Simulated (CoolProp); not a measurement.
The fluid at 293.15 K and 0.122 MPa is compressed adiabatically to 0.423 MPa with isentropic efficiency 0.75. The same conditions are run with several fluids, on thermodynamics alone (safety and materials aside).

Computed with CoolProp (reference Helmholtz-energy equation of state of each fluid (normal hydrogen: Leachman 2009; R124: de Vries 1995; R152A: Outcalt 1996; cyclopropane: Polt 1992; nitrogen: Span 2000)). The equations of Platzer and Polt are older, rougher fits.

```tsv
fluid	work (kJ/kg)	final temperature (K)	final density (kg/m³)
normal hydrogen	2410	460.0	0.223
R124	29.6	336.9	22.3
R152A	63.6	355.6	9.93
cyclopropane	102	365.0	6.08
nitrogen	173	459.2	3.10
```
